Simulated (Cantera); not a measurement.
Ignition delay

Mixture: 4.42 % CH₄, 1.02 % H₂, 19.9 % O₂, 74.7 % N₂, at 5.00 bar, adiabatic and at constant pressure. Ignition delay is the time to a rise of 400 K.

Model: GRI-Mech 3.0 (53 species, 325 reactions), integrated in Cantera.

| T0 (K) | delay (ms) |
|---|---|
| 1248 | 0.796 |
| 1298 | 0.516 |
| 1348 | 0.340 |
| 1398 | 0.228 |
| 1448 | 0.155 |
| 1498 | 0.108 |
| 1548 | 0.0760 |
| 1598 | 0.0547 |

```yaml
apparent activation energy between 1498 and 1598 K: 130 kJ/mol
```
